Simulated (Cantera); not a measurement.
Feed: 1 mol MgO, a varied amount of F2, equilibrated at 825 °C and 2100 Pa.

Method: chemical equilibrium by Gibbs-energy minimisation in Cantera with the NASA 1993 tables (ideal gas, pure condensed phases). Candidate condensed phases: Mg, MgF2, MgO; 14 gas species. Mutual solubility and eutectic melting of coexisting phases are not modelled. The numbers say what is thermodynamically allowed, not how fast it happens.

**Question.** Which condensed phases are stable at each of these points (n(F2) (mol)): 0.52, 0.79, 1.1, 1.3, 1.6, 1.9, 2.2, 2.4, 2.7, 3, 3.3, 3.5, 3.8?

**Answer.** 
```tsv
n(F2) (mol)	condensed phases	Mg condensed (%)
0.52	MgF2(s) + MgO(s)	100.0
0.79	MgF2(s) + MgO(s)	100.0
1.1	MgF2(s)	100.0
1.3	MgF2(s)	100.0
1.6	MgF2(s)	100.0
1.9	MgF2(s)	100.0
2.2	MgF2(s)	100.0
2.4	MgF2(s)	100.0
2.7	MgF2(s)	100.0
3	MgF2(s)	100.0
3.3	MgF2(s)	100.0
3.5	MgF2(s)	100.0
3.8	MgF2(s)	100.0
```

From 0.52 mol F2 to 0.79 mol F2 the condensed part is MgF2(s) + MgO(s). From 1.1 mol F2 to 3.8 mol F2 the condensed part is MgF2(s).
